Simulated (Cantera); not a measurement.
Charge: 1 mol CH3F, 0.021 mol Si, held at 0.00120 bar.

Method: chemical equilibrium by Gibbs-energy minimisation in Cantera with the NASA 1993 tables (ideal gas, pure condensed phases). Candidate condensed phases: C, C6H6, C7H8, C8H18, Si, SiC; 113 gas species. Equilibrium is a limit: real reactors are often held back by kinetics, nucleation or transport.

Over these rows the condensed part is C(graphite). Partial pressures as log10 of bar:

| T (K) | 1000/T (1/K) | log p CH4 | log p H2 | log p HF | log p SiF4 |
|---|---|---|---|---|---|
| 723 | 1.3831 | -5.68 | -3.20 | -3.25 | -4.89 |
| 798 | 1.2531 | -6.26 | -3.20 | -3.26 | -4.89 |
| 873 | 1.1455 | ? | -3.20 | -3.26 | -4.89 |
| 948 | 1.0549 | -7.16 | -3.20 | -3.26 | -4.90 |
| 1023 | 0.9775 | -7.52 | -3.20 | -3.26 | -4.90 |
| 1098 | 0.9107 | -7.84 | -3.20 | -3.26 | -4.90 |

Problem. Fit log p(CH4) = a + b·(1000/T) to the five rows, give the apparent enthalpy, and predict the row at 873 K.

Solution. Means: 1000/T = 1.1159, log p = -6.892. Sxy = 0.708350, Sxx = 0.1552023, so b = 4.56 and a = -6.892 − (4.56)×1.1159 = -11.98.
Apparent enthalpy: −19.145 × (4.56) = -87 kJ/mol. With the condensed phases at unit activity, C(graphite) + 2 H2(g) = CH4(g) links this pressure to the main gases: over the six rows their terms move log p by +0.00 in all, so the slope is close to that reaction's ΔH°. The five rows lie within 0.01 of the line.
Prediction at 873 K: -11.98 + (4.56)×1.1455 = -6.76. The computed value is -6.75, 0.01 from the line.
